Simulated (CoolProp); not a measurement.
Vapour-liquid equilibrium of dimethyl ether (1) + R236EA (2) at 0.75 MPa; x and y are mole fractions of (1).

Values from CoolProp's multi-fluid Helmholtz-energy mixture model, Wu 2011 and Rui 2013; pair parameters Bell 2016.

### Question
Give the bubble temperature and the first vapour's composition at x = 0.05, 0.5, 0.95. Is there an azeotrope?

### Answer
x = 0.05: 341.2 K, y = 0.054; x = 0.5: 332.4 K, y = 0.649; x = 0.95: 308.8 K, y = 0.992. No azeotrope shows between x = 0.05 and 0.95.

Pair parameters are fitted to limited data, so mixtures are less certain than the pure fluids.
